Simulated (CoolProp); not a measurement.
Vapour pressure (MPa) of nitrous oxide: the reference equation beside estimates from Tc = 309.5 K, pc = 7.245 MPa, ω = 0.161. Clausius-Clapeyron is anchored at 221 K with a constant enthalpy of vaporisation of 14.48 kJ/mol.

Values from CoolProp's reference Helmholtz-energy equation of state, Lemmon 2006. It is a short technical equation, of lower accuracy than the large ones.

```json
[
 {"T (K)": "209.6", "reference": "0.3677", "Lee-Kesler": "0.3681", "Clausius-Clapeyron": "0.3875", "van der Waals": "1.224", "Redlich-Kwong": "0.4758", "Soave-Redlich-Kwong": "0.3680", "Peng-Robinson": "0.3686"},
 {"T (K)": "212.4", "reference": "0.4160", "Lee-Kesler": "0.4167", "Clausius-Clapeyron": "0.4324", "van der Waals": "1.311", "Redlich-Kwong": "0.5344", "Soave-Redlich-Kwong": "0.4165", "Peng-Robinson": "0.4165"},
 {"T (K)": "215.3", "reference": "0.4710", "Lee-Kesler": "0.4719", "Clausius-Clapeyron": "0.4829", "van der Waals": "1.406", "Redlich-Kwong": "0.6005", "Soave-Redlich-Kwong": "0.4717", "Peng-Robinson": "0.4710"},
 {"T (K)": "218.1", "reference": "0.5292", "Lee-Kesler": "0.5303", "Clausius-Clapeyron": "0.5357", "van der Waals": "1.502", "Redlich-Kwong": "0.6696", "Soave-Redlich-Kwong": "0.5302", "Peng-Robinson": "0.5286"},
 {"T (K)": "221", "reference": "0.5949", "Lee-Kesler": "0.5963", "Clausius-Clapeyron": "0.5949", "van der Waals": "1.606", "Redlich-Kwong": "0.7471", "Soave-Redlich-Kwong": "0.5963", "Peng-Robinson": "0.5938"},
 {"T (K)": "223.8", "reference": "0.6640", "Lee-Kesler": "0.6657", "Clausius-Clapeyron": "0.6566", "van der Waals": "1.710", "Redlich-Kwong": "0.8279", "Soave-Redlich-Kwong": "0.6659", "Peng-Robinson": "0.6624"},
 {"T (K)": "226.7", "reference": "0.7418", "Lee-Kesler": "0.7437", "Clausius-Clapeyron": "0.7253", "van der Waals": "1.822", "Redlich-Kwong": "0.9178", "Soave-Redlich-Kwong": "0.7443", "Peng-Robinson": "0.7396"},
 {"T (K)": "229.6", "reference": "0.8261", "Lee-Kesler": "0.8283", "Clausius-Clapeyron": "0.7992", "van der Waals": "1.940", "Redlich-Kwong": "1.015", "Soave-Redlich-Kwong": "0.8293", "Peng-Robinson": "0.8233"},
 {"T (K)": "232.4", "reference": "0.9141", "Lee-Kesler": "0.9165", "Clausius-Clapeyron": "0.8757", "van der Waals": "2.057", "Redlich-Kwong": "1.115", "Soave-Redlich-Kwong": "0.9182", "Peng-Robinson": "0.9107"},
 {"T (K)": "235.3", "reference": "1.012", "Lee-Kesler": "1.015", "Clausius-Clapeyron": "0.9604", "van der Waals": "2.184", "Redlich-Kwong": "1.225", "Soave-Redlich-Kwong": "1.017", "Peng-Robinson": "1.008"},
 {"T (K)": "238.1", "reference": "1.114", "Lee-Kesler": "1.117", "Clausius-Clapeyron": "1.048", "van der Waals": "2.311", "Redlich-Kwong": "1.339", "Soave-Redlich-Kwong": "1.121", "Peng-Robinson": "1.110"}
]
```

Absolute difference from the reference over all 11 rows, mean and median: Lee-Kesler 0.2 and 0.3 %, Clausius-Clapeyron 3.2 and 3.3 %, van der Waals 162.4 and 157.5 %, Redlich-Kwong 24.7 and 24.7 %, Soave-Redlich-Kwong 0.3 and 0.3 %, Peng-Robinson 0.2 and 0.2 %.
